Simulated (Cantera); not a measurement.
CHF3 + H2 (fluorocarbon and chlorocarbon gases)

Feed: 1 mol CHF3, 0.65 mol H2, held at 1330 Pa.

Cantera equilibrium calculation (NASA polynomials, part measured and part estimated; ideal gas, pure solids and liquids). Candidate condensed phases: C, C6H6, C7H8, C8H18; 110 gas species. Ions and electrons are included (thermal ionisation). Gases not in the tables: C2F6 and larger saturated fluorocarbons. Kinetics and transport are ignored.

```tsv
T (K)	x HF	x F	x H	x C	x CF4	x CF2	x C3	x CF	x C2	n C(graphite)
2000	0.909	0.0139	5.35e-6	2.28e-9	0.0538	0.0224	2.08e-9	6.43e-5	1.76e-10	0.805
2500	0.796	0.159	0.000495	1.25e-5	0.000221	0.0385	3.73e-5	0.00520	3.44e-6	0.872
3000	0.681	0.222	0.0355	0.00380	3.16e-8	0.00398	0.0234	0.0257	0.00238	0.642
3500	0.254	0.372	0.240	0.0555	4.23e-11	0.000332	0.0339	0.0258	0.0153	0
4000	0.0347	0.460	0.348	0.140	<1e-12	1.22e-5	0.00172	0.00728	0.00702	0
4500	0.00500	0.474	0.363	0.156	<1e-12	3.83e-7	2.66e-5	0.00128	0.00112	0
5000	0.00101	0.476	0.364	0.158	<1e-12	2.14e-8	7.60e-7	0.000287	0.000222	0
```
x: gas mole fraction; n: condensed amount in mol.

From 2000 K to 3000 K the condensed part is C(graphite). From 3500 K to 5000 K nothing is condensed. The main C-bearing gas is CF4 at 2000 K and C at 5000 K.
